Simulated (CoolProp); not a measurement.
The fluoroketone C6F12O (FK-5-1-12) along the isotherm 458 K: Z from the reference equation and from simpler models built on Tc = 441.8 K, pc = 1.869 MPa, ω = 0.471; each cubic takes its own stable root.

Model: reference Helmholtz-energy equation of state, McLinden 2015, in CoolProp.

| p (MPa) | phase | reference |
|---|---|---|
| 0.0779 | gas | 0.9872 |
| 0.156 | gas | 0.9742 |
| 0.234 | gas | 0.9610 |
| 0.312 | gas | 0.9476 |
| 0.389 | gas | 0.9342 |
| 0.467 | gas | 0.9204 |
| 0.545 | gas | 0.9064 |
| 0.623 | gas | 0.8921 |
| 0.701 | gas | 0.8774 |
| 0.779 | gas | 0.8625 |
| 0.857 | gas | 0.8472 |
| 0.935 | gas | 0.8314 |

How far does each simpler model (Pitzer virial, van der Waals, Redlich-Kwong, Soave-Redlich-Kwong, Peng-Robinson) lie from the reference over these 12 states: mean and median of the absolute difference, and the worst?


- Pitzer virial: mean 0.5 %, median 0.3 %, worst +1.7 % at 458 K and 0.935 MPa
- van der Waals: mean 0.9 %, median 0.9 %, worst +1.6 % at 458 K and 0.935 MPa
- Redlich-Kwong: mean 0.1 %, median 0.1 %, worst -0.3 % at 458 K and 0.935 MPa
- Soave-Redlich-Kwong: mean 0.2 %, median 0.2 %, worst +0.5 % at 458 K and 0.935 MPa
- Peng-Robinson: mean 0.8 %, median 0.8 %, worst -1.6 % at 458 K and 0.935 MPa
